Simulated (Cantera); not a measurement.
## Transport properties of process gases

Gas mixture: 100 % C2H4, at 0.250 bar, frozen composition.

Cantera's kinetic-theory transport with the Lennard-Jones parameters of GRI-Mech 3.0, ideal gas; thermal conductivity in the mixture-averaged form. The composition is frozen, though it would react at the higher temperatures.

| T (K) | ρ (kg/m³) | cp (J/kg/K) | μ (µPa s) | λ (mW/m/K) | Pr | D (cm²/s) H | D (cm²/s) O | D (cm²/s) CO2 |
|---|---|---|---|---|---|---|---|---|
| 400 | 0.211 | 1877 | 13.3 | 33.6 | 0.745 | 6.25 | 1.70 | 0.819 |
| 650 | 0.130 | 2664 | 20.4 | 72.4 | 0.751 | 15.0 | 3.99 | 2.01 |
| 900 | 0.0937 | 3167 | 26.3 | 112 | 0.743 | 26.4 | 6.94 | 3.58 |
| 1150 | 0.0734 | 3563 | 31.5 | 150 | 0.747 | 40.0 | 10.5 | 5.48 |
| 1400 | 0.0603 | 3836 | 36.2 | 186 | 0.747 | 55.8 | 14.6 | 7.67 |
| 1650 | 0.0511 | 4034 | 40.5 | 219 | 0.745 | 73.5 | 19.2 | 10.1 |
| 1900 | 0.0444 | 4178 | 44.5 | 250 | 0.743 | 93.1 | 24.2 | 12.8 |
| 2150 | 0.0392 | 4282 | 48.3 | 279 | 0.741 | 114 | 29.8 | 15.8 |
D: mixture-averaged diffusion coefficient of that species in the mixture.
